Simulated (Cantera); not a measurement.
Input: 1 mol SiC, 0.057 mol Si, 0.13 mol H₂, at 1723.15 K.

Method: chemical equilibrium by Gibbs-energy minimisation in Cantera with the NASA 1993 tables (ideal gas, pure condensed phases). Candidate condensed phases: C, C₆H₆, C₇H₈, C₈H₁₈, Si, SiC; 87 gas species. Mutual solubility and eutectic melting of coexisting phases are not modelled. Gases not in the tables: Si₂H₆ and higher silanes. Kinetics and transport are ignored.

Question: At 1.40 bar, list the 4 most abundant gas species with their mole fractions, and the condensed phases.

Answer: H₂ 1.000, H 0.000154, CH₄ 2.35e-5, SiH₂ 1.70e-5. Condensed: Si(l) + SiC(s).
